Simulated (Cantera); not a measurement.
An isothermal, constant-pressure homogeneous reactor starts with 15.1 % H2, 65.8 % O2, 19.1 % N2, at 925 K and 0.0133 bar.

Cantera simulation using the H2/O2 subset of GRI-Mech 3.0, which has no nitrogen chemistry; the numbers are that mechanism's predictions, not measurements. Radical loss at walls, strong at low pressure, is not modelled. Below about 950 K walls govern HO2 and H2O2 in real vessels. The temperature is held fixed by assumption; the heat of reaction is taken as removed at once.

x: mole fraction; the columns are a selection and need not sum to one.

```csv
t (s),x H2,x O2,x HO2,x H2O,x H2O2,x OH,x O
1.00e-6,0.151,0.658,<1e-12,<1e-12,<1e-12,<1e-12,<1e-12
3.73e-6,0.151,0.658,<1e-12,<1e-12,<1e-12,<1e-12,<1e-12
1.39e-5,0.151,0.658,1.46e-12,<1e-12,<1e-12,<1e-12,<1e-12
5.18e-5,0.151,0.658,5.45e-12,<1e-12,<1e-12,<1e-12,<1e-12
0.000193,0.151,0.658,2.04e-11,4.36e-12,<1e-12,2.15e-12,4.45e-12
0.000720,0.151,0.658,7.94e-11,1.40e-10,<1e-12,2.19e-11,6.33e-11
0.00268,0.151,0.658,(withheld),(withheld),<1e-12,(withheld),(withheld)
0.0100,0.0240,0.608,1.21e-5,0.103,2.87e-7,0.00354,0.0172
0.0373,0.000704,0.629,8.96e-6,0.162,3.13e-7,0.000451,0.00102
0.139,5.45e-5,0.630,1.82e-6,0.164,1.49e-7,8.53e-5,5.32e-5
0.518,4.28e-6,0.630,2.57e-7,0.164,5.31e-8,2.69e-5,4.92e-6
1.93,2.54e-7,0.630,3.69e-8,0.164,1.73e-8,9.84e-6,6.38e-7
7.20,2.23e-8,0.630,6.99e-9,0.164,5.82e-9,4.17e-6,1.15e-7
26.8,4.06e-9,0.630,1.63e-9,0.164,1.99e-9,1.95e-6,2.55e-8
100,9.11e-10,0.630,4.37e-10,0.164,6.47e-10,9.57e-7,6.15e-9
```

Fill in the missing entries.


- 0.00268, x HO2: 1.57e-9
- 0.00268, x H2O: 5.26e-8
- 0.00268, x OH: 5.46e-9
- 0.00268, x O: 1.66e-8
